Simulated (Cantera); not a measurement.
Input: 1 mol PbO, a varied amount of H2, 1.4 mol N2, equilibrated at 473.15 K and 100000 Pa.

Method: chemical equilibrium by Gibbs-energy minimisation in Cantera with the NASA 1993 tables (ideal gas, pure condensed phases). Candidate condensed phases: H2O, Pb, PbO, PbO2, Pb3O4; 27 gas species. The numbers say what is thermodynamically allowed, not how fast it happens.

Problem. Which condensed phases are stable at each of these points (n(H2) (mol)): 0.21, 0.32, 0.5, 0.78, 1.2, 1.9, 2.9?

Solution. 
```json
[
 {"n(H2) (mol)": "0.21", "condensed phases": "Pb(s) + PbO(red)", "Pb condensed (%)": "100.0"},
 {"n(H2) (mol)": "0.32", "condensed phases": "Pb(s) + PbO(red)", "Pb condensed (%)": "100.0"},
 {"n(H2) (mol)": "0.5", "condensed phases": "Pb(s) + PbO(red)", "Pb condensed (%)": "100.0"},
 {"n(H2) (mol)": "0.78", "condensed phases": "Pb(s) + PbO(red)", "Pb condensed (%)": "100.0"},
 {"n(H2) (mol)": "1.2", "condensed phases": "Pb(s)", "Pb condensed (%)": "100.0"},
 {"n(H2) (mol)": "1.9", "condensed phases": "Pb(s)", "Pb condensed (%)": "100.0"},
 {"n(H2) (mol)": "2.9", "condensed phases": "Pb(s)", "Pb condensed (%)": "100.0"}
]
```

From 0.21 mol H2 to 0.78 mol H2 the condensed part is Pb(s) + PbO(red). From 1.2 mol H2 to 2.9 mol H2 the condensed part is Pb(s).
